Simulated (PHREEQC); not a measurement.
**Reverse-osmosis permeate (model solution)**

Synthetic water in mg/kgw, 25 °C, pH 6.34, pe -0.7:

```csv
constituent,mg/kgw
Na,1.49
K,0.8
Ca,1.85
Mg,1.62
Cl,2.96
S(6) as SO4,3.51
Alkalinity as HCO3,9.27
Mn(2),0.0255
```

Valence states are taken as typed.

Model: ion-association model, phreeqc.dat, run in PHREEQC.

This is a speciation only: nothing precipitates in the calculation.

Problem. Estimate the charge-balance error.

Solution. charge-balance error 0.5 %.

Problem. In which forms is Mn present?

Solution. Mn+2 98 %, MnHCO3+ 1.2 %, MnSO4 0.5 % of the Mn.
